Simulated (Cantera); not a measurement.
Input (Python, Cantera) and output of one run.

```python
import numpy as np
import cantera as ct

gas_names = """
    H H2 N NH NH2 NH3 N2 N2H2 N2H4 Si SiH SiH2 SiH3 SiH4 SiN Si2 Si2N Si3
""".split()
cond_names = """
    Si(cr) Si(L) Si3N4(a)
""".split()


def load(file, names, dense=False):
    # The tables refer to 1 bar. Condensed volumes are neglected.
    table = {s.name: s for s in ct.Species.list_from_file(file)}
    out = []
    for n in names:
        d = dict(table[n].input_data)
        d["thermo"] = dict(d["thermo"], **{"reference-pressure": 1e5})
        if dense:
            d["equation-of-state"] = {"model": "constant-volume", "density": "1e6 g/cm^3"}
        out.append(ct.Species.from_dict(d))
    return out


gas = ct.Solution(thermo="ideal-gas", species=load("nasa_gas.yaml", gas_names))
cond = {s.name: ct.Solution(thermo="fixed-stoichiometry", species=[s], name=s.name)
        for s in load("nasa_condensed.yaml", cond_names, dense=True)}
atoms = {
    'trisilylamine': {'Si': 3, 'N': 1, 'H': 9},
    'N2': {'N': 2},
    'H2': {'H': 2},
}
top_T = {'Si3N4(a)': 2400}  # K; cautious upper limits of use, not melting points


def equilibrate(T, P, feed):
    n = {}
    for name, mol in feed.items():
        for a, k in atoms[name].items():
            n[a] = n.get(a, 0.0) + k * mol
    gas.TPX = T, P, n
    mass = sum(n.values()) * gas.mean_molecular_weight
    gas.equilibrate("TP")
    valid = [c for c in cond.values() if c.min_temp <= T <= top_T.get(c.name, c.max_temp)]
    mix = ct.Mixture([(gas, mass / gas.mean_molecular_weight)] + [(c, 0.0) for c in valid])
    mix.T, mix.P = T, P
    mix.equilibrate("TP", solver="vcs", rtol=1e-11, max_steps=5000)
    return mix


results = []
feed = {'trisilylamine': 1, 'N2': 2.6, 'H2': 1.8}  # mol
T = 1948.15  # K
P = 27000  # Pa
mix = equilibrate(T, P, feed)
results.append((T, P, feed, dict(zip(mix.species_names, mix.species_moles))))
print(gas.report(threshold=0.0001))
for i in range(1, mix.n_phases):
    print(f"{mix.phase(i).name:16s} {mix.phase_moles(i):12.5e} mol")
```

Result:

```
       temperature   1948.2 K
          pressure   27000 Pa
           density   0.016481 kg/m^3
  mean mol. weight   9.8872 kg/kmol
   phase of matter   gas

                          1 kg             1 kmol
                     ---------------   ---------------
          enthalpy        5.3164e+06        5.2565e+07  J
   internal energy        3.6782e+06        3.6367e+07  J
           entropy             22539        2.2285e+05  J/K
    Gibbs function       -3.8593e+07       -3.8158e+08  J
 heat capacity c_p            3496.3             34569  J/K
 heat capacity c_v            2655.4             26254  J/K

                      mass frac. Y      mole frac. X     chem. pot. / RT
                     ---------------   ---------------   ---------------
                 H        0.00018508         0.0018154           -10.535
                H2           0.14179           0.69538            -21.07
                N2           0.85742           0.30262           -29.357
     [  +15 minor]         0.0006076        0.00018986

Si(L)             2.45501e+00 mol
Si3N4(a)          1.81063e-01 mol
```

Cantera equilibrium calculation (NASA polynomials, part measured and part estimated; ideal gas, pure solids and liquids). The feed counts by its element totals alone. Mutual solubility and eutectic melting of coexisting phases are not modelled. Gases not in the tables: Si2H6 and higher silanes.
